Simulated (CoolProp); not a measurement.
A simple Rankine cycle with R245fa: condensing at 313.15 K, boiler at 2.76 MPa, turbine inlet 426.7 K, turbine efficiency 0.9, pump efficiency 0.8, no recuperator. Each further row changes one setting.

Values from CoolProp's reference Helmholtz-energy equation of state, Akasaka 2015.

| case | thermal efficiency (%) | net work (kJ/kg) | heat in (kJ/kg) | turbine exit temperature (K) | volume ratio over the turbine |
|---|---|---|---|---|---|
| as stated | 15.6 | 40.8 | 262 | 352.7 | 13.1 |
| condensing temperature 305.15 K | 16.8 | 45.8 | 272 | 346.6 | 17.1 |
| boiler pressure 1.93 MPa | 13.9 | 38.5 | 277 | 370.4 | 8.12 |
| turbine efficiency 0.8 | 13.8 | 36.0 | 262 | 357.5 | 13.4 |
